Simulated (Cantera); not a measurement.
A freely propagating, adiabatic, planar premixed flame of H2 : O2 : N2 = 1 : 0.208 : 0.783 (molar parts), equivalence ratio 2.4, unburnt at 450 K and 200000 Pa; mixture-averaged transport, grid criteria slope 0.08 and curve 0.16, no radiation.

Detailed kinetics in Cantera: the H2/O2 subset of GRI-Mech 3.0, which has no nitrogen chemistry. Burning velocities carry a grid error of a few per cent, more on coarse grids.

**Question.** How do the results move with these cheaper or finer settings: unity-Lewis-number transport; multicomponent transport; multicomponent+Soret transport; grid criteria slope 0.5, curve 1; grid criteria slope 0.25, curve 0.5; grid criteria slope 0.03, curve 0.06?

**Answer.** 
```tsv
setting	laminar burning velocity	thermal thickness	peak x(H2O2)	peak x(HO2)	grid points
as above	530 cm/s	0.168 mm	4.76e-5	0.000551	118
unity-Lewis-number transport	319 cm/s	0.166 mm	2.10e-5	0.000380	118
multicomponent transport	519 cm/s	0.170 mm	4.64e-5	0.000545	118
multicomponent+Soret transport	503 cm/s	0.165 mm	4.98e-5	0.000559	118
grid criteria slope 0.5, curve 1	584 cm/s	0.219 mm	3.84e-5	0.000532	43
grid criteria slope 0.25, curve 0.5	541 cm/s	0.184 mm	4.51e-5	0.000527	54
grid criteria slope 0.03, curve 0.06	527 cm/s	0.164 mm	4.89e-5	0.000557	264
```
Unity Lewis numbers drop preferential diffusion, which matters most where H2 and H carry the flame; Soret adds thermal diffusion.
